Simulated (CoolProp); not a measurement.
Vapour-liquid equilibrium of R125 (1) + isobutane (2) at 4.74 bar; x and y are mole fractions of (1).

Model: multi-fluid Helmholtz-energy mixture model, Lemmon 2005 and Bücker 2006; pair parameters Bell 2016, in CoolProp.

```csv
x,"bubble temperature, mixture model (K)","bubble temperature, Raoult's law (K)","y, mixture model","y, Raoult's law"
0.05,296.3,304.0,0.303,0.169
0.15,280.7,295.9,0.594,0.411
0.25,272.8,289.4,0.710,0.574
0.35,268.6,284.0,0.765,0.689
0.45,266.4,279.5,0.795,0.773
0.55,265.1,275.5,0.816,0.838
0.65,264.1,272.1,0.833,0.888
0.75,263.4,269.0,0.855,0.929
0.85,262.7,266.3,0.888,0.961
0.95,262.4,263.8,0.948,0.988
```

The largest gap from Raoult's law is -16.6 K in bubble temperature, at x = 0.25. y crosses x between x = 0.85 and 0.95: the model has an azeotrope there.

The pair parameters rest on a limited set of measurements; away from them the model extrapolates. With so large a gap from Raoult's law the liquid may split in two, which this calculation doesn't test in full.
